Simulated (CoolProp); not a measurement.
Vapour-liquid equilibrium of ethanol (1) + n-hexane (2) at 411.5 K; x and y are mole fractions of (1).

Model: multi-fluid Helmholtz-energy mixture model, Schroeder 2014 and Thol 2019; pair parameters Bell 2016, in CoolProp.

```tsv
x	bubble pressure (kPa)	y at the bubble point	dew pressure at overall composition x (kPa)	liquid density (mol/L)
0.05	702.6	0.165	625.6	6.361
0.2	871.6	0.376	728.4	6.880
0.35	929.4	0.459	850.4	7.584
0.5	946.1	0.516	943.9	8.538
0.65	936.8	0.582	908.6	9.805
0.8	887.4	0.691	827.3	11.46
0.95	775.2	0.896	747.8	13.61
```

y crosses x between x = 0.5 and 0.65: the model has an azeotrope there.

Pair parameters are fitted to limited data, so mixtures are less certain than the pure fluids.
